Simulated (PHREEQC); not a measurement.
2.8 g of hydrous ferric oxide (600 m²/g; 0.2 weak and 0.005 strong sites per Fe, Dzombak-Morel constants, diffuse double layer) in 1 kg of water with 0.001 mol/kgw of an inert sodium salt and 0.00015 mol/kgw ZnCl2, 1.3e-05 mol/kgw SrCl2 and 2.6e-05 mol/kgw CuSO4, at 25 °C; the pH is set by adding NaOH or the inert anion's acid. Oxygen alone is held at its pressure in air (log pO2 = -0.68). The system is closed to CO2. Precipitation was switched off in this run.

All values are PHREEQC results (ion-association model, wateq4f.dat), not measurements.

```json
[
 {"pH": "4", "Zn sorbed (%)": "0.3", "Sr sorbed (%)": "0.0", "S sorbed (%)": "100.0", "Cu sorbed (%)": "20.6", "surface charge σ (C/m²)": "0.157", "surface potential ψ (mV)": "200"},
 {"pH": "4.5", "Zn sorbed (%)": "1.9", "Sr sorbed (%)": "0.0", "S sorbed (%)": "100.0", "Cu sorbed (%)": "63.8", "surface charge σ (C/m²)": "0.103", "surface potential ψ (mV)": "184"},
 {"pH": "5", "Zn sorbed (%)": "10.9", "Sr sorbed (%)": "0.0", "S sorbed (%)": "100.0", "Cu sorbed (%)": "92.1", "surface charge σ (C/m²)": "0.065", "surface potential ψ (mV)": "165"},
 {"pH": "5.5", "Zn sorbed (%)": "39.8", "Sr sorbed (%)": "0.0", "S sorbed (%)": "99.9", "Cu sorbed (%)": "98.5", "surface charge σ (C/m²)": "0.039", "surface potential ψ (mV)": "143"},
 {"pH": "6", "Zn sorbed (%)": "75.2", "Sr sorbed (%)": "0.0", "S sorbed (%)": "99.7", "Cu sorbed (%)": "99.7", "surface charge σ (C/m²)": "0.022", "surface potential ψ (mV)": "120"},
 {"pH": "6.5", "Zn sorbed (%)": "94.9", "Sr sorbed (%)": "0.1", "S sorbed (%)": "97.5", "Cu sorbed (%)": "100.0", "surface charge σ (C/m²)": "0.012", "surface potential ψ (mV)": "94"},
 {"pH": "7", "Zn sorbed (%)": "99.4", "Sr sorbed (%)": "1.1", "S sorbed (%)": "81.9", "Cu sorbed (%)": "100.0", "surface charge σ (C/m²)": "0.007", "surface potential ψ (mV)": "66"},
 {"pH": "7.5", "Zn sorbed (%)": "99.9", "Sr sorbed (%)": "8.8", "S sorbed (%)": "33.7", "Cu sorbed (%)": "100.0", "surface charge σ (C/m²)": "0.003", "surface potential ψ (mV)": "38"},
 {"pH": "8", "Zn sorbed (%)": "100.0", "Sr sorbed (%)": "45.0", "S sorbed (%)": "5.3", "Cu sorbed (%)": "100.0", "surface charge σ (C/m²)": "0.001", "surface potential ψ (mV)": "10"},
 {"pH": "8.5", "Zn sorbed (%)": "100.0", "Sr sorbed (%)": "87.5", "S sorbed (%)": "0.6", "Cu sorbed (%)": "100.0", "surface charge σ (C/m²)": "-0.002", "surface potential ψ (mV)": "-19"},
 {"pH": "9", "Zn sorbed (%)": "100.0", "Sr sorbed (%)": "98.4", "S sorbed (%)": "0.1", "Cu sorbed (%)": "100.0", "surface charge σ (C/m²)": "-0.005", "surface potential ψ (mV)": "-48"},
 {"pH": "9.5", "Zn sorbed (%)": "100.0", "Sr sorbed (%)": "99.8", "S sorbed (%)": "0.0", "Cu sorbed (%)": "100.0", "surface charge σ (C/m²)": "-0.009", "surface potential ψ (mV)": "-76"},
 {"pH": "10", "Zn sorbed (%)": "100.0", "Sr sorbed (%)": "100.0", "S sorbed (%)": "0.0", "Cu sorbed (%)": "100.0", "surface charge σ (C/m²)": "-0.017", "surface potential ψ (mV)": "-103"}
]
```

The database's constant for dissolved Cu(OH)2 is higher than later reviews accept.
